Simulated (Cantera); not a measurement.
Input (Python, Cantera):

```python
import numpy as np
import cantera as ct

gas = ct.Solution("gri30.yaml")
gas.TPX = 1498, 110000, {'CH4': 1, 'H2O': 2.4}
reactor = ct.IdealGasConstPressureReactor(gas, energy="off", clone=False)
net = ct.ReactorNet([reactor])
net.rtol, net.atol = 1e-08, 1e-18
show = ['CH4', 'H2O', 'CH2CO', 'HCO', 'O', 'CO', 'H2']
times = np.geomspace(2e-05, 10, 12)

steps = ct.SolutionArray(gas, extra=["t"])
rows = []
print(f"{'t/s':>10s}{'T/K':>9s}{'P/Pa':>11s}" + "".join(f"{s:>11s}" for s in show))
for t in times:
    while net.time < t:
        t_next = net.step()
        steps.append(gas.state, t=t_next)
    rows.append([np.interp(t, steps.t, y) for y in (steps.T, steps.P, *steps(*show).X.T)])
    print(f"{t:10.3e}{rows[-1][0]:9.1f}{rows[-1][1]:11.4g}" + "".join(f"{x:11.3e}" for x in rows[-1][2:]))
rate = np.gradient(steps.T, steps.t)
print("integrator steps:", len(steps.t))
if steps.T.max() > steps.T[0] + 200:
    print(f"time of steepest temperature rise: {steps.t[rate.argmax()]:.4e} s")
gas.TPX = 1498, 110000, {'CH4': 1, 'H2O': 2.4}
gas.equilibrate("TP")
print(f"equilibrium (TP): T = {gas.T:.1f} K  " + "  ".join(f"{s} {gas[s].X[0]:.3e}" for s in show))
```

It prints:

```
       t/s      T/K       P/Pa        CH4        H2O      CH2CO        HCO          O         CO         H2
 2.000e-05   1498.0    1.1e+05  2.941e-01  7.059e-01  5.510e-20  2.055e-16  7.794e-14  2.539e-14  6.040e-06
 6.594e-05   1498.0    1.1e+05  2.941e-01  7.059e-01  7.046e-17  1.734e-14  7.144e-13  6.071e-12  2.021e-05
 2.174e-04   1498.0    1.1e+05  2.940e-01  7.059e-01  5.408e-14  7.920e-13  3.508e-12  1.062e-09  7.111e-05
 7.166e-04   1498.0    1.1e+05  2.936e-01  7.058e-01  1.096e-11  8.628e-12  6.371e-12  5.050e-08  2.654e-04
 2.363e-03   1498.0    1.1e+05  2.923e-01  7.056e-01  1.460e-09  6.890e-11  1.257e-11  1.382e-06  1.099e-03
 7.789e-03   1498.0    1.1e+05  2.871e-01  7.041e-01  1.684e-07  3.369e-10  2.106e-11  2.794e-05  5.566e-03
 2.568e-02   1498.0    1.1e+05  2.688e-01  6.951e-01  5.280e-06  4.008e-10  1.762e-11  2.079e-04  2.541e-02
 8.465e-02   1498.0    1.1e+05  2.251e-01  6.690e-01  2.203e-05  2.917e-10  9.794e-12  9.647e-04  7.826e-02
 2.791e-01   1498.0    1.1e+05  1.534e-01  6.228e-01  3.603e-05  2.262e-10  5.279e-12  4.100e-03  1.670e-01
 9.201e-01   1498.0    1.1e+05  8.303e-02  5.564e-01  3.741e-05  3.149e-10  3.786e-12  1.418e-02  2.705e-01
 3.033e+00   1498.0    1.1e+05  5.806e-02  4.673e-01  2.157e-05  7.997e-10  3.580e-12  4.149e-02  3.593e-01
 1.000e+01   1498.0    1.1e+05  4.823e-02  3.686e-01  6.923e-06  1.727e-09  3.477e-12  8.682e-02  4.435e-01
integrator steps: 1404
equilibrium (TP): T = 1498.0 K  CH4 7.153e-07  H2O 2.342e-01  CH2CO 3.647e-12  HCO 3.597e-09  O 2.700e-12  CO 1.601e-01  H2 5.806e-01
```

Detailed kinetics in Cantera: GRI-Mech 3.0 (53 species, 325 reactions).
